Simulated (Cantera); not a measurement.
**Thermodynamics of silicon etching in halogen gases, feed Si + HCl**

Input: 1 mol Si, 2.5 mol HCl, held at 51.0 Pa.

Cantera equilibrium calculation (NASA polynomials, part measured and part estimated; ideal gas, pure solids and liquids). Candidate condensed phases: Si; 19 gas species. The tables' values for SiCl3 are old estimates; treat these amounts as uncertain. The numbers say what is thermodynamically allowed, not how fast it happens.

| T (K) | log p H2 | log p SiCl4 | log p HCl | log p SiHCl3 | log p SiCl3 | log p SiCl2 | n Si(s) |
|---|---|---|---|---|---|---|---|
| 500 | -3.47 | -3.79 | -8.10 | -4.96 | -10.59 | -13.37 | 0.365 |
| 550 | -3.47 | -3.79 | -7.41 | -4.97 | -9.58 | -11.83 | 0.365 |
| 600 | -3.47 | -3.79 | -6.84 | -4.98 | -8.75 | -10.56 | 0.366 |
| 650 | -3.47 | -3.79 | -6.36 | -5.00 | -8.04 | -9.48 | 0.366 |
| 700 | -3.47 | -3.79 | -5.94 | -5.01 | -7.43 | -8.56 | 0.367 |
| 750 | -3.47 | -3.79 | -5.59 | -5.02 | -6.91 | -7.76 | 0.368 |
| 800 | -3.48 | -3.79 | -5.28 | -5.03 | -6.45 | -7.07 | 0.371 |
| 850 | -3.48 | -3.80 | -5.01 | -5.05 | -6.05 | -6.46 | 0.374 |
| 900 | -3.49 | -3.81 | -4.77 | -5.07 | -5.70 | -5.93 | 0.379 |
| 950 | -3.50 | -3.82 | -4.57 | -5.09 | -5.40 | -5.45 | 0.382 |
log p: log10 of the partial pressure in bar; n: condensed amount in mol.

From 500 K to 950 K the condensed part is Si(s). The main Si-bearing gas is SiCl4 throughout.
